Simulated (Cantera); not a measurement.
**Thermodynamics of iron carbonyl, mercury and lead vapours, feed Fe(CO)5 + N2**

A closed system holds: 1 mol Fe(CO)5, a varied amount of N2, held at 948.15 K and 0.660 bar.

Equilibrium computed with Cantera from the NASA thermochemical tables; the gas is ideal and each condensed phase is pure. Candidate condensed phases: C, Fe, Fe(CO)5, FeO, Fe2O3, Fe3O4; 27 gas species. The tables' stoichiometric FeO is somewhat more stable than real wüstite, so its field is too wide. FeO: taken at fixed stoichiometry. Condensed phases not in the tables: cementite and carbon dissolved in iron. Equilibrium is a limit: real reactors are often held back by kinetics, nucleation or transport.

| n(N2) (mol) | x N2 | x CO | x CO2 | n C(graphite) | n Fe(α) | n FeO(s) |
|---|---|---|---|---|---|---|
| 7.5 | 0.687 | 0.244 | 0.0687 | 1.58 | 0.168 | 0.832 |
| 9.2 | 0.691 | 0.241 | 0.0672 | 0.894 | 1.00 | 0 |
| 11 | 0.726 | 0.219 | 0.0553 | 0.839 | 1.00 | 0 |
| 14 | 0.768 | 0.191 | 0.0418 | 0.763 | 1.00 | 0 |
| 17 | 0.798 | 0.169 | 0.0329 | 0.701 | 1.00 | 0 |
| 21 | 0.828 | 0.147 | 0.0250 | 0.633 | 1.00 | 0 |
| 26 | 0.854 | 0.127 | 0.0186 | 0.566 | 1.00 | 0 |
| 32 | 0.877 | 0.109 | 0.0138 | 0.503 | 1.00 | 0 |
| 40 | 0.898 | 0.0925 | 0.00986 | 0.439 | 1.00 | 0 |
| 49 | 0.914 | 0.0789 | 0.00717 | 0.385 | 1.00 | 0 |
| 60 | 0.928 | 0.0670 | 0.00517 | 0.334 | 1.00 | 0 |
| 74 | 0.940 | 0.0562 | 0.00364 | 0.287 | 1.00 | 0 |
| 92 | 0.951 | 0.0467 | 0.00251 | 0.243 | 1.00 | 0 |
x: gas mole fraction; n: condensed amount in mol.

At 7.5 mol N2 the condensed part is C(graphite) + Fe(α) + FeO(s). From 9.2 mol N2 to 92 mol N2 the condensed part is C(graphite) + Fe(α).
